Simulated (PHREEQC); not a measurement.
Solution (25 °C): 0.0011 mol/kgw HF, 0.00049 mol/kgw NaF and 0.00039 mol/kgw HCl. Closed to the air; pH follows from the charge balance.

Computed with PHREEQC (ion-association model, wateq4f.dat).

```
quantity                    before     after
------------------------  --------  --------
pH                            3.17      3.52
ionic strength (mol/kgw)   0.00119  0.000805
F- (mol/kgw)              0.000800  0.000415
HF (mol/kgw)              0.000782  0.000184
HF2- (mol/kgw)             2.40e-6   2.93e-7
H2F2 (mol/kgw)             1.59e-6   8.84e-8
SI of Halite (NaCl)          -8.33     -8.33
```

Which change was made?
A. HF from 0.0011 to 0.00011 mol/kgw
B. 0.00036 mol/kgw FeCl2 added
C. temperature from 25 to 10 °C
D. HCl from 0.00039 to 7.8e-05 mol/kgw

A, HF from 0.0011 to 0.00011 mol/kgw

No solid was allowed to form.
